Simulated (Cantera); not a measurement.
An adiabatic, constant-volume homogeneous reactor starts with H₂ : O₂ : N₂ = 1 : 0.595 : 2.24 (molar parts), equivalence ratio 0.84, at 950 K and 7500 Torr. Integrator tolerance rtol = 1e-08.

Cantera simulation using GRI-Mech 3.0 (53 species, 325 reactions); the numbers are that mechanism's predictions, not measurements. The hydrogen kinetics of GRI-Mech 3.0 are dated; newer H2 mechanisms differ, most at raised pressure.

What does this change do: N2 2.24 to 3.2 parts?


| quantity | before | after |
|---|---|---|
| time of steepest temperature rise | 29.8 ms | 35.4 ms |
| temperature at 0.200 s | 2956 K | 2691 K |
| equilibrium temperature | 2956 K | 2691 K |
| x(H₂) at 0.200 s | 0.0134 (gas-phase equilibrium 0.0134) | 0.00471 (gas-phase equilibrium 0.00471) |
| x(O₂) at 0.200 s | 0.0224 (gas-phase equilibrium 0.0224) | 0.0174 (gas-phase equilibrium 0.0174) |
| x(H₂O₂) at 0.200 s | 3.43e-6 (gas-phase equilibrium 3.43e-6) | 1.53e-6 (gas-phase equilibrium 1.53e-6) |
| x(NO) at 0.200 s | 0.0135 (gas-phase equilibrium 0.0135) | 0.00878 (gas-phase equilibrium 0.00878) |
| x(HO₂) at 0.200 s | 2.74e-5 (gas-phase equilibrium 2.74e-5) | 1.17e-5 (gas-phase equilibrium 1.17e-5) |
| x(OH) at 0.200 s | 0.0198 (gas-phase equilibrium 0.0198) | 0.00898 (gas-phase equilibrium 0.00898) |
| x(H₂O) at 0.200 s | 0.270 (gas-phase equilibrium 0.270) | 0.222 (gas-phase equilibrium 0.222) |
